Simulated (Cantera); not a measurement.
Cantera run, input and output.

```python
import numpy as np
import cantera as ct

gas = ct.Solution("gri30.yaml")
gas.TPX = 1800, 440000, {'CH3OH': 1, 'O2': 0.625, 'N2': 2.35}
reactor = ct.IdealGasReactor(gas, energy="on", clone=False)
net = ct.ReactorNet([reactor])
net.rtol, net.atol = 1e-08, 1e-16
show = ['CH3OH', 'O2', 'N2O', 'CO2', 'NO', 'CO']
times = np.geomspace(2e-06, 1, 15)

steps = ct.SolutionArray(gas, extra=["t"])
rows = []
print(f"{'t/s':>10s}{'T/K':>9s}{'P/Pa':>11s}" + "".join(f"{s:>11s}" for s in show))
for t in times:
    while net.time < t:
        t_next = net.step()
        steps.append(gas.state, t=t_next)
    rows.append([np.interp(t, steps.t, y) for y in (steps.T, steps.P, *steps(*show).X.T)])
    print(f"{t:10.3e}{rows[-1][0]:9.1f}{rows[-1][1]:11.4g}" + "".join(f"{x:11.3e}" for x in rows[-1][2:]))
rate = np.gradient(steps.T, steps.t)
print("integrator steps:", len(steps.t))
if steps.T.max() > steps.T[0] + 200:
    print(f"time of steepest temperature rise: {steps.t[rate.argmax()]:.4e} s")
gas.TPX = 1800, 440000, {'CH3OH': 1, 'O2': 0.625, 'N2': 2.35}
gas.equilibrate("UV")
print(f"equilibrium (UV): T = {gas.T:.1f} K  " + "  ".join(f"{s} {gas[s].X[0]:.3e}" for s in show))
```

It prints:

```
       t/s      T/K       P/Pa      CH3OH         O2        N2O        CO2         NO         CO
 2.000e-06   1826.1  4.531e+05  2.265e-01  1.448e-01  6.779e-08  2.898e-04  5.674e-10  2.420e-03
 5.106e-06   2779.3  9.393e+05  2.638e-10  9.134e-04  7.613e-08  2.568e-02  4.225e-05  1.563e-01
 1.304e-05   2957.9  9.872e+05  2.940e-12  2.722e-04  1.132e-07  2.637e-02  1.301e-04  1.579e-01
 3.328e-05   2966.8  9.895e+05  3.099e-12  2.439e-04  1.174e-07  2.632e-02  2.847e-04  1.581e-01
 8.498e-05   2964.8  9.889e+05  3.117e-12  2.395e-04  1.249e-07  2.627e-02  6.124e-04  1.581e-01
 2.170e-04   2962.3  9.882e+05  3.140e-12  2.341e-04  1.419e-07  2.621e-02  1.014e-03  1.581e-01
 5.539e-04   2961.6   9.88e+05  3.146e-12  2.327e-04  1.482e-07  2.619e-02  1.125e-03  1.581e-01
 1.414e-03   2961.6   9.88e+05  3.146e-12  2.327e-04  1.483e-07  2.619e-02  1.127e-03  1.581e-01
 3.611e-03   2961.6   9.88e+05  3.146e-12  2.327e-04  1.483e-07  2.619e-02  1.127e-03  1.581e-01
 9.218e-03   2961.6   9.88e+05  3.146e-12  2.327e-04  1.483e-07  2.619e-02  1.127e-03  1.581e-01
 2.354e-02   2961.6   9.88e+05  3.146e-12  2.327e-04  1.483e-07  2.619e-02  1.127e-03  1.581e-01
 6.009e-02   2961.6   9.88e+05  3.146e-12  2.327e-04  1.483e-07  2.619e-02  1.127e-03  1.581e-01
 1.534e-01   2961.6   9.88e+05  3.146e-12  2.327e-04  1.483e-07  2.619e-02  1.127e-03  1.581e-01
 3.917e-01   2961.6   9.88e+05  3.146e-12  2.327e-04  1.483e-07  2.619e-02  1.127e-03  1.581e-01
 1.000e+00   2961.6   9.88e+05  3.146e-12  2.327e-04  1.483e-07  2.619e-02  1.127e-03  1.581e-01
integrator steps: 1580
time of steepest temperature rise: 3.9442e-06 s
equilibrium (UV): T = 2961.6 K  CH3OH 3.260e-12  O2 2.327e-04  N2O 1.483e-07  CO2 2.619e-02  NO 1.127e-03  CO 1.581e-01
```

Computed with Cantera and GRI-Mech 3.0 (53 species, 325 reactions). GRI-Mech 3.0 was tuned for natural gas; its chemistry of methanol as a main component is partial and can be far from experiment.
